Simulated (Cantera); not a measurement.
Iron carbonyl, mercury and lead vapours: PbO + O2 + H2

A closed system holds: 1 mol PbO, 1.2 mol O2, 0.43 mol H2, at 12000 Pa.

Cantera equilibrium calculation (NASA polynomials, part measured and part estimated; ideal gas, pure solids and liquids). Candidate condensed phases: H2O, Pb, PbO, PbO2, Pb3O4; 12 gas species. Gases not in the tables: (PbO)n polymers. Equilibrium is a limit: real reactors are often held back by kinetics, nucleation or transport.

```json
[
 {"T (K)": "1025", "x O2": "0.696", "x H2O": "0.304", "x PbO": "5.71e-6", "x OH": "7.40e-7", "n PbO(yellow)": "1.000", "n PbO(l)": "0"},
 {"T (K)": "1075", "x O2": "0.696", "x H2O": "0.304", "x PbO": "2.57e-5", "x OH": "1.80e-6", "n PbO(yellow)": "1.000", "n PbO(l)": "0"},
 {"T (K)": "1125", "x O2": "0.696", "x H2O": "0.304", "x PbO": "0.000100", "x OH": "4.03e-6", "n PbO(yellow)": "1.000", "n PbO(l)": "0"},
 {"T (K)": "1175", "x O2": "0.696", "x H2O": "0.304", "x PbO": "0.000336", "x OH": "8.45e-6", "n PbO(yellow)": "0", "n PbO(l)": "1.000"},
 {"T (K)": "1225", "x O2": "0.695", "x H2O": "0.304", "x PbO": "0.000940", "x OH": "1.67e-5", "n PbO(yellow)": "0", "n PbO(l)": "0.999"},
 {"T (K)": "1275", "x O2": "0.694", "x H2O": "0.303", "x PbO": "0.00242", "x OH": "3.12e-5", "n PbO(yellow)": "0", "n PbO(l)": "0.997"},
 {"T (K)": "1325", "x O2": "0.692", "x H2O": "0.302", "x PbO": "0.00575", "x OH": "5.55e-5", "n PbO(yellow)": "0", "n PbO(l)": "0.992"}
]
```
x: gas mole fraction; n: condensed amount in mol.

From 1025 K to 1125 K the condensed part is PbO(yellow). From 1175 K to 1325 K the condensed part is PbO(l).
